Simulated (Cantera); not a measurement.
## Diamond growth

A diamond (100) surface in a fixed gas of H2 with x(CH4) = 0.0062, x(CH3) = 0.00074, at 1148 K, 57.8 Torr; coverages are run to steady state.

Model: the Harris–Goodwin 1993 mechanism for the reconstructed diamond (100) surface, integrated in Cantera.

```tsv
x(H)	growth (µm/h)	θ c6HH	θ c6H*	θ c6*H	θ c6**	θ c6HM
0.0001	1.15	0.569	0.0238	0.339	0.00341	0.0347
0.00024	3.07	0.502	0.0272	0.388	0.00733	0.0418
0.00056	7.00	0.469	0.0290	0.412	0.0122	0.0451
0.0013	14.1	0.456	0.0300	0.427	0.0167	0.0423
0.0032	25.2	0.456	0.0310	0.440	0.0201	0.0324
0.0075	36.2	0.462	0.0318	0.452	0.0222	0.0204
0.018	44.7	0.467	0.0326	0.460	0.0233	0.0106
0.042	49.5	0.470	0.0333	0.464	0.0240	0.00506
0.1	52.2	0.472	0.0345	0.465	0.0245	0.00225
```
θ: site fractions in the mechanism's names (c6HH fully hydrogenated, c6H* and c6*H radical sites, c6** diradical, c6HM methylated).
